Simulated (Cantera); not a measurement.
Standard-state values (1 bar) from the NASA 1993 polynomials, evaluated with Cantera. Values are per mole of reaction as written; species without (g) are pure solids or liquids, kept so even where they would boil at 1 bar.

ZrO2(g) + H2(g) → Zr + 2 OH(g)

```
T (K)  ΔH° (kJ)  ΔS° (J/K)  ΔG° (kJ)  log10 K  condensed phases
-----  --------  ---------  --------  -------  ----------------
300       364.9        2.0     364.3   -63.43             Zr(α)
1773      377.2       15.4     349.9   -10.31             Zr(β)
1798      377.4       15.5     349.5   -10.15             Zr(β)
1823          …          …         …        …             Zr(β)
1848      377.9       15.8     348.7    -9.86             Zr(β)
1873          …          …         …        …             Zr(β)
1898      378.4       16.1     347.9    -9.57             Zr(β)
1923      378.7       16.2     347.5    -9.44             Zr(β)
1948      378.9       16.4     347.1    -9.31             Zr(β)
```

Q: What belongs in the gaps?

A: 
- 1823, ΔH° (kJ): 377.6
- 1823, ΔS° (J/K): 15.7
- 1823, ΔG° (kJ): 349.1
- 1823, log10 K: -10.00
- 1873, ΔH° (kJ): 378.1
- 1873, ΔS° (J/K): 15.9
- 1873, ΔG° (kJ): 348.3
- 1873, log10 K: -9.71
